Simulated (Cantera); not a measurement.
Adiabatic ignition

An adiabatic, constant-volume homogeneous reactor starts with CH4 : CO : O2 : N2 = 1 : 0.64 : 4.94 : 18.6 (molar parts), equivalence ratio 0.47, at 1650 K and 100000 Pa.

Cantera simulation using GRI-Mech 3.0 (53 species, 325 reactions); the numbers are that mechanism's predictions, not measurements.

| t (s) | T (K) | P (bar) | x CH4 | x CO | x O2 | x CH2O | x CH2 | x CO2 | x C2H2 |
|---|---|---|---|---|---|---|---|---|---|
| 4.00e-6 | 1650 | 1.000 | 0.0397 | 0.0254 | 0.196 | 5.47e-8 | 3.43e-12 | 2.29e-7 | <1e-12 |
| 9.16e-6 | 1650 | 1.000 | 0.0397 | 0.0254 | 0.196 | 3.50e-7 | 1.33e-11 | 6.36e-7 | <1e-12 |
| 2.10e-5 | 1650 | 1.000 | 0.0397 | 0.0254 | 0.196 | 2.20e-6 | 6.29e-11 | 1.93e-6 | 4.17e-12 |
| 4.80e-5 | 1650 | 1.000 | 0.0396 | 0.0254 | 0.196 | 1.47e-5 | 4.42e-10 | 6.58e-6 | 1.92e-10 |
| 0.000110 | 1651 | 1.00 | 0.0393 | 0.0254 | 0.196 | 0.000122 | 7.01e-9 | 2.94e-5 | 1.42e-8 |
| 0.000252 | 1849 | 1.13 | 0.0187 | 0.0356 | 0.173 | 0.00221 | 1.32e-5 | 0.00207 | 9.94e-5 |
| 0.000577 | 2652 | 1.61 | <1e-12 | 0.0110 | 0.103 | 1.47e-11 | <1e-12 | 0.0539 | <1e-12 |
| 0.00132 | 2651 | 1.61 | <1e-12 | 0.0106 | 0.101 | 1.41e-11 | <1e-12 | 0.0543 | <1e-12 |
| 0.00303 | 2641 | 1.60 | <1e-12 | 0.0104 | 0.0978 | 1.35e-11 | <1e-12 | 0.0546 | <1e-12 |
| 0.00693 | 2633 | 1.60 | <1e-12 | 0.0102 | 0.0953 | 1.29e-11 | <1e-12 | 0.0549 | <1e-12 |
| 0.0159 | 2631 | 1.60 | <1e-12 | 0.0101 | 0.0946 | 1.28e-11 | <1e-12 | 0.0549 | <1e-12 |
| 0.0364 | 2631 | 1.60 | <1e-12 | 0.0101 | 0.0946 | 1.28e-11 | <1e-12 | 0.0549 | <1e-12 |
| 0.0833 | 2631 | 1.60 | <1e-12 | 0.0101 | 0.0946 | 1.28e-11 | <1e-12 | 0.0549 | <1e-12 |
| 0.191 | 2631 | 1.60 | <1e-12 | 0.0101 | 0.0946 | 1.28e-11 | <1e-12 | 0.0549 | <1e-12 |
| 0.437 | 2631 | 1.60 | <1e-12 | 0.0101 | 0.0946 | 1.28e-11 | <1e-12 | 0.0549 | <1e-12 |
| 1.00 | 2631 | 1.60 | <1e-12 | 0.0101 | 0.0946 | 1.28e-11 | <1e-12 | 0.0549 | <1e-12 |
x: mole fraction; the columns are a selection and need not sum to one.

| Item | Result |
|---|---|
| time of steepest temperature rise | 0.260 ms |
| temperature at 1.00 s | 2631 K |
| equilibrium temperature | 2631 K |
| x(CH4) at 1.00 s | <1e-12 (gas-phase equilibrium <1e-12) |
| x(CO) at 1.00 s | 0.0101 (gas-phase equilibrium 0.0101) |
| x(O2) at 1.00 s | 0.0946 (gas-phase equilibrium 0.0946) |
